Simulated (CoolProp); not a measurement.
Model: reference Helmholtz-energy equation of state, Lemmon 2006, in CoolProp. It is a short technical equation, of lower accuracy than the large ones.

Q: For n-decane, give the phase and the speed of sound (m/s), isothermal compressibility (1/MPa) at 588.3 K and 4200 kPa; 588.3 K and 14000 kPa; 588.3 K and 21000 kPa.

A: 
- 588.3 K and 4200 kPa: liquid; speed of sound 336, isothermal compressibility 0.0226
- 588.3 K and 14000 kPa: liquid; speed of sound 547, isothermal compressibility 0.00723
- 588.3 K and 21000 kPa: liquid; speed of sound 641, isothermal compressibility 0.00501
